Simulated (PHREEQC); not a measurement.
Model water analysis in mmol/kgw, 25 °C, pH 8.33, pe 8.3:

```json
[
 {"constituent": "Na", "mmol/kgw": "126"},
 {"constituent": "K", "mmol/kgw": "0.0182"},
 {"constituent": "Ca", "mmol/kgw": "2.76"},
 {"constituent": "Mg", "mmol/kgw": "0.358"},
 {"constituent": "Cl", "mmol/kgw": "128"},
 {"constituent": "S(6)", "mmol/kgw": "2.47"},
 {"constituent": "Alkalinity (meq/kgw)", "mmol/kgw": "0.0218"},
 {"constituent": "Br", "mmol/kgw": "2.78"},
 {"constituent": "Cd", "mmol/kgw": "0.433"},
 {"constituent": "F", "mmol/kgw": "0.0477"}
]
```

Valence states are taken as typed.

All values are PHREEQC results (ion-association model, phreeqc.dat), not measurements.

Precipitation was switched off in this run.

Q: Order these C species by the share of C that they hold, largest first: CO3-2, NaHCO3, CaHCO3+, NaCO3-, HCO3-.

A: HCO3- (90 %), NaHCO3 (3.6 %), CO3-2 (2.0 %), NaCO3- (1.6 %), CaHCO3+ (1.1 %)

The pH is 8.33 and the ionic strength 0.138 mol/kgw.
